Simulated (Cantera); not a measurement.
# Hydrocarbon pyrolysis for carbon deposition

An isothermal, constant-pressure homogeneous reactor starts with 34.5 % C3H8, 65.5 % H2, at 1600 K and 1.48 atm.

Detailed kinetics in Cantera: GRI-Mech 3.0 (53 species, 325 reactions). GRI-Mech 3.0 was tuned for natural gas; its chemistry of propane as a main component is partial and can be far from experiment. GRI-Mech 3.0 stops at C3 and has no aromatics, soot or wall deposition, so with more carbon than oxygen in the feed, carbon stays in small species such as C2H2 where larger ones or solid carbon would form.

```csv
t (s),x C3H8,x H2,x C2H6,x CH4,x CH2,x CH3,x C2H
0.000400,4.09e-6,0.559,0.000766,0.194,2.17e-8,0.000302,2.30e-8
0.000815,2.02e-6,0.571,0.000419,0.190,1.40e-8,0.000237,2.39e-8
0.00166,1.21e-6,0.586,0.000299,0.183,1.15e-8,0.000213,2.82e-8
0.00338,6.10e-7,0.600,0.000203,0.177,9.41e-9,0.000191,3.16e-8
0.00688,3.22e-7,0.610,0.000148,0.172,8.15e-9,0.000176,3.30e-8
0.0140,2.62e-7,0.615,0.000133,0.166,7.78e-9,0.000170,3.35e-8
0.0285,2.51e-7,0.621,0.000126,0.158,7.57e-9,0.000163,3.42e-8
0.0581,2.37e-7,0.631,0.000116,0.145,7.26e-9,0.000153,3.53e-8
0.118,2.21e-7,0.643,0.000104,0.129,6.88e-9,0.000140,3.69e-8
0.241,2.08e-7,0.652,9.69e-5,0.117,6.59e-9,0.000130,3.83e-8
0.491,2.03e-7,0.655,9.46e-5,0.113,6.49e-9,0.000126,3.88e-8
1.00,2.03e-7,0.655,9.45e-5,0.112,6.49e-9,0.000126,3.89e-8
```
x: mole fraction; the columns are a selection and need not sum to one.

Equilibrium at this temperature and pressure: C3H8 2.03e-7, H2 0.655, C2H6 9.45e-5, CH4 0.112, CH2 6.49e-9, CH3 0.000126, C2H 3.89e-8 (gas phase only).
